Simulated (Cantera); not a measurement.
An isothermal, constant-pressure homogeneous reactor starts with NH3 : H2 = 1 : 0.88 (molar parts), at 2373 K and 0.0680 bar. Integrator tolerance rtol = 1e-08.

Model: the gas-phase N/H chemistry of the illustrative SiF4/NH3 mechanism in the Surface Chemkin manual (1991), integrated in Cantera. Walls and surfaces, which speed up NH3 decomposition in real reactors, are not modelled.

Task: What does this change do: temperature 2373 to 1350 K?

Result: 
| quantity | before | after |
|---|---|---|
| x(NH3) at 100 s | 2.33e-7 (gas-phase equilibrium 2.33e-7) | 0.524 (gas-phase equilibrium 2.14e-6) |
| x(H2) at 100 s | 0.783 (gas-phase equilibrium 0.783) | 0.473 (gas-phase equilibrium 0.826) |
| x(N) at 100 s | 1.33e-7 (gas-phase equilibrium 1.33e-7) | 1.73e-10 (gas-phase equilibrium <1e-12) |
| x(N2H2) at 100 s | <1e-12 (gas-phase equilibrium <1e-12) | 5.08e-8 (gas-phase equilibrium <1e-12) |
| x(NH2) at 100 s | 4.56e-8 (gas-phase equilibrium 4.56e-8) | 8.25e-6 (gas-phase equilibrium 4.15e-11) |
| x(N2H4) at 100 s | <1e-12 (gas-phase equilibrium <1e-12) | 6.06e-9 (gas-phase equilibrium <1e-12) |
